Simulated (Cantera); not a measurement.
What does this Cantera script print?

```python
import numpy as np
import cantera as ct

gas_names = [...]  # 95 gases of nasa_gas.yaml made of C, F, H
cond_names = """
    C(gr) C6H6(L) C7H8(L) C8H18(L),n-octa
""".split()


# ... load() reads the species with a 1 bar reference pressure and builds the phases ...
atoms = {
    'CH3F': {'C': 1, 'H': 3, 'F': 1},
    'H2': {'H': 2},
}
top_T = {'C(gr)': 4500}  # K; cautious upper limits of use, not melting points


# ... equilibrate(T, P, feed) seeds the gas with the atoms and calls Mixture.equilibrate('TP', solver="vcs", rtol=1e-11, max_steps=5000) ...
results = []
feed = {'CH3F': 1, 'H2': 0.066}  # mol
P = 100000  # Pa
for T in [2573, 2648, 2723, 2798, 2873, 2948, 3023, 3098, 3173]:
    mix = equilibrate(T, P, feed)
    results.append((T, P, feed, dict(zip(mix.species_names, mix.species_moles))))
    x = sorted(zip(gas.X, gas.species_names), reverse=True)
    print(f"T = {T:g} K  P = {P:g} Pa  gas = {mix.phase_moles(0):.4g} mol")
    print("   x: " + "  ".join(f"{s} {v:.3e}" for v, s in x if v > 0.0001))
    print("   condensed (mol): " + ("  ".join(f"{mix.phase(i).name} {mix.phase_moles(i):.4g}"
          for i in range(1, mix.n_phases) if mix.phase_moles(i) > 1e-12) or "none"))
```

Result:

```
T = 2573 K  P = 100000 Pa  gas = 2.091 mol
   x: H2 4.904e-01  HF 4.781e-01  H 2.406e-02  C2H2,acetylene 7.152e-03
   condensed (mol): C(gr) 0.9694
T = 2648 K  P = 100000 Pa  gas = 2.1 mol
   x: H2 4.819e-01  HF 4.761e-01  H 3.228e-02  C2H2,acetylene 9.387e-03
   condensed (mol): C(gr) 0.9594
T = 2723 K  P = 100000 Pa  gas = 2.111 mol
   x: HF 4.735e-01  H2 4.714e-01  H 4.252e-02  C2H2,acetylene 1.207e-02  F 1.521e-04  C4H2 1.284e-04  C2H 1.204e-04
   condensed (mol): C(gr) 0.9471
T = 2798 K  P = 100000 Pa  gas = 2.125 mol
   x: HF 4.703e-01  H2 4.586e-01  H 5.502e-02  C2H2,acetylene 1.520e-02  F 2.359e-04  C2H 2.293e-04  C4H2 2.096e-04
   condensed (mol): C(gr) 0.932
T = 2873 K  P = 100000 Pa  gas = 2.142 mol
   x: HF 4.665e-01  H2 4.434e-01  H 6.999e-02  C2H2,acetylene 1.876e-02  C2H 4.206e-04  F 3.584e-04  C4H2 3.308e-04
   condensed (mol): C(gr) 0.9138
T = 2948 K  P = 100000 Pa  gas = 2.163 mol
   x: HF 4.618e-01  H2 4.256e-01  H 8.757e-02  C2H2,acetylene 2.271e-02  C2H 7.441e-04  F 5.343e-04  C4H2 5.052e-04  C3 1.774e-04
   condensed (mol): C(gr) 0.892
T = 3023 K  P = 100000 Pa  gas = 2.187 mol
   x: HF 4.563e-01  H2 4.053e-01  H 1.078e-01  C2H2,acetylene 2.694e-02  C2H 1.273e-03  F 7.831e-04  C4H2 7.472e-04  C3 3.979e-04
   condensed (mol): C(gr) 0.8657
T = 3098 K  P = 100000 Pa  gas = 2.217 mol
   x: HF 4.497e-01  H2 3.823e-01  H 1.307e-01  C2H2,acetylene 3.132e-02  C2H 2.107e-03  F 1.130e-03  C4H2 1.071e-03  C3 8.568e-04  CF 1.591e-04  C 1.250e-04  C2H2,vinylidene 1.228e-04
   condensed (mol): C(gr) 0.8337
T = 3173 K  P = 100000 Pa  gas = 2.253 mol
   x: HF 4.420e-01  H2 3.569e-01  H 1.560e-01  C2H2,acetylene 3.566e-02  C2H 3.382e-03  C3 1.777e-03  F 1.608e-03  C4H2 1.488e-03  CF 2.608e-04  C 2.401e-04  C2 1.868e-04  C2H2,vinylidene 1.637e-04
   condensed (mol): C(gr) 0.7937
```

Method: chemical equilibrium by Gibbs-energy minimisation in Cantera with the NASA 1993 tables (ideal gas, pure condensed phases).
